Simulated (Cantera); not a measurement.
Cantera run:

```python
import numpy as np
import cantera as ct

gas_names = [...]  # 123 gases of nasa_gas.yaml made of C, H, O, Si
cond_names = """
    C(gr) C6H6(L) C7H8(L) C8H18(L),n-octa H2O(s) H2O(L) Si(cr) Si(L) SiC(b) SiO2(Lqz) SiO2(hqz) SiO2(L)
""".split()


# ... load() reads the species with a 1 bar reference pressure and builds the phases ...
atoms = {
    'TEOS': {'Si': 1, 'C': 8, 'H': 20, 'O': 4},
    'O2': {'O': 2},
}
top_T = {'C(gr)': 4500, 'SiC(b)': 3050}  # K; cautious upper limits of use, not melting points


# ... equilibrate(T, P, feed) seeds the gas with the atoms and calls Mixture.equilibrate('TP', solver="vcs", rtol=1e-11, max_steps=5000) ...
results = []
feed = {'TEOS': 1, 'O2': 8.2}  # mol
T = 1098.15  # K
P = 10000  # Pa
mix = equilibrate(T, P, feed)
results.append((T, P, feed, dict(zip(mix.species_names, mix.species_moles))))
x = sorted(zip(gas.X, gas.species_names), reverse=True)
print(f"T = {T:g} K  P = {P:g} Pa  gas = {mix.phase_moles(0):.4g} mol")
print("   x: " + "  ".join(f"{s} {v:.3e}" for v, s in x if v > 0.001))
print("   condensed (mol): " + ("  ".join(f"{mix.phase(i).name} {mix.phase_moles(i):.4g}"
      for i in range(1, mix.n_phases) if mix.phase_moles(i) > 1e-12) or "none"))
```

Result:

```
T = 1098.15 K  P = 10000 Pa  gas = 18 mol
   x: H2O 3.214e-01  CO2 2.564e-01  H2 2.341e-01  CO 1.881e-01
   condensed (mol): SiO2(hqz) 1
```

Cantera equilibrium calculation (NASA polynomials, part measured and part estimated; ideal gas, pure solids and liquids). The feed counts by its element totals alone.
